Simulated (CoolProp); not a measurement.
Vapour pressure (kPa) of carbon monoxide: the reference equation beside estimates from Tc = 132.9 K, pc = 3498 kPa, ω = 0.050. Clausius-Clapeyron is anchored at 100.8 K with a constant enthalpy of vaporisation of 5.115 kJ/mol.

Model: reference Helmholtz-energy equation of state, Lemmon 2006, in CoolProp. It is a short technical equation, of lower accuracy than the large ones.

```
T (K)  reference  Lee-Kesler  Clausius-Clapeyron  Redlich-Kwong
-----  ---------  ----------  ------------------  -------------
92.8       306.2       306.6                   ?          300.3
96.8           ?       426.7               448.6          425.0
100.8      577.3       577.8               577.3          582.7
104.8      763.8       764.0               728.7          777.6
108.8      990.2           ?               904.2           1013
112.8       1261           ?                1105           1294
116.9       1590        1587                1338           1632
120.9       1966        1962                1592           2014
124.9       2404        2401                1874              ?
```

Problem. Complete the blanks.

Solution. 
- 92.8, Clausius-Clapeyron: 341.1
- 96.8, reference: 426.2
- 108.8, Lee-Kesler: 989.5
- 112.8, Lee-Kesler: 1259
- 124.9, Redlich-Kwong: 2452

Absolute difference from the reference over all 9 rows, mean and median: Lee-Kesler 0.1 and 0.1 %, Clausius-Clapeyron 11.0 and 11.4 %, Redlich-Kwong 1.9 and 2.0 %.
